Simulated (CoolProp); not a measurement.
Saturation properties of m-xylene.

Values from CoolProp's reference Helmholtz-energy equation of state, Zhou 2012.

```tsv
T (°C)	p (bar)	enthalpy of vaporisation (kJ/kg)	liquid cp (kJ/(kg K))	liquid viscosity (µPa s)	vapour viscosity (µPa s)
28.55	0.01368	400.3	1.723	558	6.67
31.95	0.01652	398.5	1.734	537	[?]
35.25	0.01975	396.8	1.744	519	6.79
38.65	0.02363	395.0	1.756	500	6.85
41.95	0.02799	[?]	1.766	483	6.91
45.35	[?]	391.4	[?]	[?]	6.98
48.65	[?]	389.7	1.789	452	7.04
52.05	0.04586	387.9	1.800	437	7.10
55.35	0.05346	386.2	[?]	424	7.16
58.75	0.06238	384.4	1.823	411	7.23
62.05	0.07220	382.7	1.835	398	7.29
65.35	0.08329	380.9	1.846	387	7.36
68.75	0.09616	379.1	1.858	375	7.42
72.05	0.1102	377.4	1.869	365	[?]
75.45	0.1264	375.6	1.881	354	7.56
```

### Question
What belongs in the gaps?

### Answer

- 31.95, vapour viscosity (µPa s): 6.73
- 41.95, enthalpy of vaporisation (kJ/kg): 393.2
- 45.35, p (bar): 0.03319
- 45.35, liquid cp (kJ/(kg K)): 1.778
- 45.35, liquid viscosity (µPa s): 467
- 48.65, p (bar): 0.03900
- 55.35, liquid cp (kJ/(kg K)): 1.812
- 72.05, vapour viscosity (µPa s): 7.49

It boils at 139.1 °C under 1 atm.

Viscosity comes from a separate model (Cao 2016).
